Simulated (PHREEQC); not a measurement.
Ca(OH)2 is added in steps, without added water, to 1 kg of water holding 0.0012 mol SrCl2 and 0.00016 mol Na2SO4, at 25 °C. O2 is buffered at 0.21 atm. CO2 from the air is kept out. Solids allowed: Gypsum, Celestite, Portlandite, Halite, Mirabilite. Others were left out.

Base run: PHREEQC, ion-association model, wateq4f.dat. Each further column changes one thing. The table gives CaSO4 (mol/kgw).

| Ca(OH)2 added (mol) | base | SrCl2 from 0.0012 to 0.00012 mol/kgw | Na2SO4 from 0.00016 to 0.000176 mol/kgw | diluted 2-fold with water | no solid may form |
|---|---|---|---|---|---|
| 0 | 0 | 0 | 0 | 0 | 0 |
| 0.00096 | 1.24e-5 | 1.57e-5 | 1.36e-5 | 7.08e-6 | 1.24e-5 |
| 0.00224 | 2.31e-5 | 2.73e-5 | 2.54e-5 | 1.27e-5 | 2.31e-5 |
| 0.0032 | 2.89e-5 | 3.32e-5 | 3.17e-5 | 1.57e-5 | 2.89e-5 |
| 0.00416 | 3.34e-5 | 3.78e-5 | 3.67e-5 | 1.80e-5 | 3.34e-5 |
| 0.00544 | 3.83e-5 | 4.25e-5 | 4.21e-5 | 2.04e-5 | 3.83e-5 |
| 0.0064 | 4.13e-5 | 4.54e-5 | 4.54e-5 | 2.18e-5 | 4.13e-5 |
